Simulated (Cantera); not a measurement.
Charge: 1 mol BN, 1.3 mol HCl, 2.9 mol H2, at 750 Torr.

Cantera equilibrium calculation (NASA polynomials, part measured and part estimated; ideal gas, pure solids and liquids). Candidate condensed phases: B, BN, NH4Cl; 21 gas species. The tables' values for BCl2, BCl, BH2 are old estimates; treat these amounts as uncertain. Gases not in the tables: BHCl2. Kinetics and transport are ignored. All values below are at 1577 °C.

Base state: H2 0.694, HCl 0.301, BCl3 0.00231, N2 0.00143, H 0.000449, BCl2 0.000300, BCl 0.000232, Cl 0.000148 (mole fractions); condensed: BN(s).

What changes in the equilibrium state with this change: H2 from 2.9 to 13 mol?


```
species       before     after
----------  --------  --------
H2             0.694     0.909
HCl            0.301    0.0902
H           0.000449  0.000514
BCl3         0.00231  0.000113
BCl         0.000232  0.000166
N2           0.00143  0.000190
BCl2        0.000300   5.62e-5
Cl          0.000148   3.87e-5
BH2          1.09e-5   3.92e-5
BN(s), mol     0.988     0.995
```
The tables' values for BCl, BCl2, BH2 are old estimates; treat these amounts as uncertain.

What changes in the equilibrium state with this change: HCl from 1.3 to 5.4 mol?


| species | before | after |
|---|---|---|
| HCl | 0.301 | 0.595 |
| H2 | 0.694 | 0.376 |
| BCl3 | 0.00231 | 0.0175 |
| N2 | 0.00143 | 0.00928 |
| BH2 | 1.09e-5 | 2.32e-6 |
| BCl2 | 0.000300 | 0.000845 |
| Cl | 0.000148 | 0.000397 |
| H | 0.000449 | 0.000330 |
| BN(s), mol | 0.988 | 0.846 |
The tables' values for BCl2, BCl are old estimates; treat these amounts as uncertain.
